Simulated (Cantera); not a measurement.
Charge: 1 mol borazine, 0.075 mol H₂O, at 952 °C.

Cantera equilibrium calculation (NASA polynomials, part measured and part estimated; ideal gas, pure solids and liquids). Candidate condensed phases: B, BN, B₂O₃, B₃O₃H₃, H₂O; 39 gas species. The feed counts by its element totals alone. Mutual solubility and eutectic melting of coexisting phases are not modelled. The numbers say what is thermodynamically allowed, not how fast it happens.

Q: At 72.0 mbar, list the 5 most abundant gas species with their mole fractions, and the condensed phases.

A: H₂ 0.991, N₂ 0.00781, H₂O 0.000721, HBO₂ 0.000118, HBO 1.09e-5. Condensed: BN(s) + B₂O₃(l).
